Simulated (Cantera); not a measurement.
An adiabatic, constant-pressure homogeneous reactor starts with 4.43 % CH4, 0.257 % H2, 20.0 % O2, 75.3 % N2, equivalence ratio 0.45, at 1500 K and 5.00 bar.

Cantera simulation using GRI-Mech 3.0 (53 species, 325 reactions); the numbers are that mechanism's predictions, not measurements.

**Question.** Predict: time of steepest temperature rise; temperature at 0.800 s; equilibrium temperature; x(H2) at 0.800 s; x(O2) at 0.800 s.

**Answer.** 
| Property | Value |
|---|---|
| time of steepest temperature rise | 0.196 ms |
| temperature at 0.800 s | 2376 K |
| equilibrium temperature | 2376 K |
| x(H2) at 0.800 s | 0.000391 (gas-phase equilibrium 0.000391) |
| x(O2) at 0.800 s | 0.103 (gas-phase equilibrium 0.103) |
